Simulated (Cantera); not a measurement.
Charge: 1 mol CaCl2, a varied amount of H2O, 0.81 mol H2, held at 2023.15 K and 0.0100 bar.

Equilibrium computed with Cantera from the NASA thermochemical tables; the gas is ideal and each condensed phase is pure. Candidate condensed phases: Ca, CaCl2, CaO, Ca(OH)2, H2O; 21 gas species. Condensed phases not in the tables: oxide chlorides. Kinetics and transport are ignored.

Q: At 3 mol H2O, list the 4 most abundant gas species with their mole fractions, and the condensed phases.

A: H2O 0.512, HCl 0.201, H2 0.168, CaCl2 0.102. Condensed: CaO(s).
